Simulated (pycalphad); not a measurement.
**Effect of B content in Hf-B**

CALPHAD calculation (pycalphad, COST 507 light-alloy database (1999)), 1 atm. The database dates from 1999; later assessments differ in places, in temperatures and in the compounds included. Amounts are mole fractions of atoms. Diffusion is slow at the low end, where real alloys seldom reach equilibrium.

```csv
alloy,liquidus (°C),first solid,solidus (°C),phases at 627 °C
Hf-3.18B (at.%),(withheld),bcc,1881,(withheld)
Hf-9.53B (at.%),2042,bcc,1881,"hcp 0.81, BM 0.19"
Hf-12.7B (at.%),1956,bcc,1881,"hcp 0.75, BM 0.25"
Hf-19.05B (at.%),2012,BM,1881,"hcp 0.62, BM 0.38"
Hf-38.1B (at.%),2753,B2M,1881,"BM 0.76, hcp 0.24"
```

Problem. Complete the blanks.

Solution. 
- Hf-3.18B (at.%), liquidus (°C): 2175
- Hf-3.18B (at.%), phases at 627 °C: hcp 0.94, BM 0.06

Database names, with the compositions (at.%) that they take in these runs: BM: Hf 50 B 50; B2M: B 67 Hf 33.
